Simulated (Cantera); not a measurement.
Cantera run:

```python
import numpy as np
import cantera as ct

gas_names = """
    H H2 N NH NH2 NH3 N2 N2H2 N2H4 Si SiH SiH2 SiH3 SiH4 SiN Si2 Si2N Si3
""".split()
cond_names = """
    Si(cr) Si(L) Si3N4(a)
""".split()


# ... load() reads the species with a 1 bar reference pressure and builds the phases ...
atoms = {
    'SiH4': {'Si': 1, 'H': 4},
    'N2': {'N': 2},
}
top_T = {'Si3N4(a)': 2400}  # K; cautious upper limits of use, not melting points


# ... equilibrate(T, P, feed) seeds the gas with the atoms and calls Mixture.equilibrate('TP', solver="vcs", rtol=1e-11, max_steps=5000) ...
results = []
feed = {'SiH4': 1, 'N2': 0.37}  # mol
for P in [5, 26, 140, 710, 3700, 19000, 100000]:
    for T in [973, 1073, 1173, 1273, 1373, 1473, 1573, 1673, 1773, 1873, 1973]:
        mix = equilibrate(T, P, feed)
        results.append((T, P, feed, dict(zip(mix.species_names, mix.species_moles))))

for T, P, feed, n in results:
    print(f"{T:7g} {P:10.4g}  " + (" + ".join(c for c in cond_names if n.get(c, 0) > 1e-12) or "gas only"))
```

Result:

```
    973          5  Si(cr) + Si3N4(a)
   1073          5  Si(cr) + Si3N4(a)
   1173          5  Si(cr) + Si3N4(a)
   1273          5  Si(cr) + Si3N4(a)
   1373          5  Si(cr) + Si3N4(a)
   1473          5  Si(cr)
   1573          5  Si(cr)
   1673          5  Si(cr)
   1773          5  Si(L)
   1873          5  Si(L)
   1973          5  gas only
    973         26  Si(cr) + Si3N4(a)
   1073         26  Si(cr) + Si3N4(a)
   1173         26  Si(cr) + Si3N4(a)
   1273         26  Si(cr) + Si3N4(a)
   1373         26  Si(cr) + Si3N4(a)
   1473         26  Si(cr) + Si3N4(a)
   1573         26  Si(cr)
   1673         26  Si(cr)
   1773         26  Si(L)
   1873         26  Si(L)
   1973         26  Si(L)
    973        140  Si(cr) + Si3N4(a)
   1073        140  Si(cr) + Si3N4(a)
   1173        140  Si(cr) + Si3N4(a)
   1273        140  Si(cr) + Si3N4(a)
   1373        140  Si(cr) + Si3N4(a)
   1473        140  Si(cr) + Si3N4(a)
   1573        140  Si(cr) + Si3N4(a)
   1673        140  Si(cr)
   1773        140  Si(L)
   1873        140  Si(L)
   1973        140  Si(L)
    973        710  Si(cr) + Si3N4(a)
   1073        710  Si(cr) + Si3N4(a)
   1173        710  Si(cr) + Si3N4(a)
   1273        710  Si(cr) + Si3N4(a)
   1373        710  Si(cr) + Si3N4(a)
   1473        710  Si(cr) + Si3N4(a)
   1573        710  Si(cr) + Si3N4(a)
   1673        710  Si(cr) + Si3N4(a)
   1773        710  Si(L)
   1873        710  Si(L)
   1973        710  Si(L)
    973       3700  Si(cr) + Si3N4(a)
   1073       3700  Si(cr) + Si3N4(a)
   1173       3700  Si(cr) + Si3N4(a)
   1273       3700  Si(cr) + Si3N4(a)
   1373       3700  Si(cr) + Si3N4(a)
   1473       3700  Si(cr) + Si3N4(a)
   1573       3700  Si(cr) + Si3N4(a)
   1673       3700  Si(cr) + Si3N4(a)
   1773       3700  Si(L) + Si3N4(a)
   1873       3700  Si(L)
   1973       3700  Si(L)
    973    1.9e+04  Si(cr) + Si3N4(a)
   1073    1.9e+04  Si(cr) + Si3N4(a)
   1173    1.9e+04  Si(cr) + Si3N4(a)
   1273    1.9e+04  Si(cr) + Si3N4(a)
   1373    1.9e+04  Si(cr) + Si3N4(a)
   1473    1.9e+04  Si(cr) + Si3N4(a)
   1573    1.9e+04  Si(cr) + Si3N4(a)
   1673    1.9e+04  Si(cr) + Si3N4(a)
   1773    1.9e+04  Si(L) + Si3N4(a)
   1873    1.9e+04  Si(L) + Si3N4(a)
   1973    1.9e+04  Si(L)
    973      1e+05  Si(cr) + Si3N4(a)
   1073      1e+05  Si(cr) + Si3N4(a)
   1173      1e+05  Si(cr) + Si3N4(a)
   1273      1e+05  Si(cr) + Si3N4(a)
   1373      1e+05  Si(cr) + Si3N4(a)
   1473      1e+05  Si(cr) + Si3N4(a)
   1573      1e+05  Si(cr) + Si3N4(a)
   1673      1e+05  Si(cr) + Si3N4(a)
   1773      1e+05  Si(L) + Si3N4(a)
   1873      1e+05  Si(L) + Si3N4(a)
   1973      1e+05  Si(L) + Si3N4(a)
```

Equilibrium computed with Cantera from the NASA thermochemical tables; the gas is ideal and each condensed phase is pure. N2 is the only nitrogen source here; it is nearly inert below about 1500 K, so the nitride shown seldom forms there in practice. Mutual solubility and eutectic melting of coexisting phases are not modelled.
